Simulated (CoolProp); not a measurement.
Vapour-liquid equilibrium of R22 (1) + acetone (2) at 0.169 MPa; x and y are mole fractions of (1).

Computed with CoolProp (multi-fluid Helmholtz-energy mixture model, Kamei 1995 and Lemmon 2006; pair parameters Bell 2016).

```csv
x,bubble temperature (K),y at the bubble point,dew temperature at overall composition x (K),liquid density (mol/L)
0.05,325.8,0.476,343.4,13.01
0.15,306.3,(withheld),339.9,13.53
0.25,295.5,0.862,336.1,13.90
0.35,286.8,0.917,331.9,14.24
0.45,278.6,0.953,327.2,14.58
0.55,270.5,0.977,321.8,14.93
0.65,(withheld),0.990,315.4,15.26
0.75,255.6,0.997,307.5,15.56
0.85,249.7,0.999,297.0,15.80
0.95,(withheld),1.000,279.5,(withheld)
```

Problem. Fill in the missing entries.

Solution. 
- 0.15, y at the bubble point: 0.763
- 0.65, bubble temperature (K): 262.7
- 0.95, bubble temperature (K): 245.4
- 0.95, liquid density (mol/L): 15.91

No azeotrope shows between x = 0.05 and 0.95.

The pair parameters rest on a limited set of measurements; away from them the model extrapolates. With so large a gap from Raoult's law the liquid may split in two, which this calculation doesn't test in full.
